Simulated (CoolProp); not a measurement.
C3F8 (R218) along the isotherm 437.3 K: density (kg/m³) from the reference equation and from simpler models built on Tc = 345.0 K, pc = 26.40 bar, ω = 0.317; each cubic takes its own stable root.

Values from CoolProp's reference Helmholtz-energy equation of state, Lemmon 2006. It is a short technical equation, of lower accuracy than the large ones.

| p (bar) | phase | reference | ideal gas | Redlich-Kwong | Soave-Redlich-Kwong | Peng-Robinson |
|---|---|---|---|---|---|---|
| 14.7 | gas | 82.50 | 76.02 | 84.06 | 82.27 | 83.62 |
| 29.3 | supercritical | 180.4 | 151.5 | 187.9 | 177.9 | 183.6 |
| 44 | supercritical | 298.4 | 227.5 | 318.6 | 288.3 | 301.3 |
| 58.7 | supercritical | 430.4 | 303.5 | 467.1 | 406.4 | 428.7 |
| 73.3 | supercritical | 558.5 | 379.0 | 601.1 | 518.7 | 550.9 |
| 88 | supercritical | 668.5 | 455.1 | 706.7 | 617.3 | 659.3 |
| 103 | supercritical | 756.7 | 532.6 | 789.9 | 701.3 | 752.9 |
| 117 | supercritical | 821.3 | 605.0 | 852.1 | 767.0 | 826.6 |
| 132 | supercritical | 876.8 | 682.6 | 907.3 | 826.7 | 894.0 |
